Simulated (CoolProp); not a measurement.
R245fa at 293.15 K and 2.03 MPa flows at 21 m/s in a round tube of 2 mm bore and 0.25 µm roughness, fully developed (64/Re and Nu = 3.66 if laminar; Colebrook and Gnielinski if turbulent). Each further row changes one setting.

Values from CoolProp's reference Helmholtz-energy equation of state, Akasaka 2015.

| case | Reynolds number | Darcy friction factor | pressure drop (Pa/m) | heat-transfer coefficient (W/(m² K)) | mass flow (kg/h) |
|---|---|---|---|---|---|
| as stated | 133000 | … | 2650000 | 34500 | … |
| velocity 42 m/s | 265000 | 0.0159 | 9530000 | … | … |
| diameter 4 mm | 265000 | … | 1150000 | … | … |

Problem. Some entries are withheld; supply them.

Solution. 
- as stated, Darcy friction factor: 0.0177
- as stated, mass flow (kg/h): 322
- velocity 42 m/s, heat-transfer coefficient (W/(m² K)): 64200
- velocity 42 m/s, mass flow (kg/h): 645
- diameter 4 mm, Darcy friction factor: 0.0154
- diameter 4 mm, heat-transfer coefficient (W/(m² K)): 31300
- diameter 4 mm, mass flow (kg/h): 1290

Viscosity comes from a separate model (Bell 2016), an estimate that may be off by 10 % or more. Thermal conductivity comes from a separate model (Huber 2003), an estimate that may be off by 10 % or more.
